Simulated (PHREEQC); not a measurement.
Consider water at 25 °C with 0.015 mol/kgw H3PO4, 0.0004 mol/kgw HNO3 and 6.9e-05 mol/kgw ZnSO4. Closed to the air; pH follows from the charge balance.

Computed with PHREEQC (ion-association model, wateq4f.dat).

Each row changes one thing in this solution. Precipitation was switched off in this run.

```
case                                     pH  ionic strength (mol/kgw)  H2PO4- (mol/kgw)  H3PO4 (mol/kgw)  SO4-2 (mol/kgw)  HSO4- (mol/kgw)  SI of Goslarite (ZnSO4:7H2O)  SI of Zincite(c) (ZnO)
-------------------------------------  ----  ------------------------  ----------------  ---------------  ---------------  ---------------  ----------------------------  ----------------------
as made                                2.14                   0.00820           0.00758          0.00743          4.46e-5          2.40e-5                         -6.87                  -11.19
diluted 2-fold with water              2.35                   0.00496           0.00464          0.00286          2.54e-5          8.94e-6                         -7.35                  -11.04
temperature from 25 to 85 °C           2.23                   0.00672           0.00614          0.00886          2.25e-5          4.62e-5                         -7.59                   -8.33
temperature from 25 to 40 °C           2.16                   0.00777           0.00715          0.00785          3.99e-5          2.87e-5                         -7.04                  -10.37
diluted 100-fold with water            3.83                  0.000154          0.000147          3.17e-6          6.80e-7          9.43e-9                        -10.42                   -9.67
0.0084 mol/kgw KOH added               2.56                    0.0117            0.0110          0.00398          5.58e-5          1.07e-5                         -6.83                  -10.36
ZnSO4 from 6.9e-05 to 0.00069 mol/kgw  2.14                    0.0103           0.00768          0.00732         0.000436         0.000224                         -4.93                  -10.20
0.003 mol/kgw H2SO4 added              1.98                    0.0134           0.00636          0.00864          0.00178          0.00128                         -5.41                  -11.59
```

H3PO4, which wateq4f.dat lacks, is added to it with the constant of phreeqc.dat. Constants without temperature data keep their 25 °C values here. The database has no phosphate complexes of Zn.
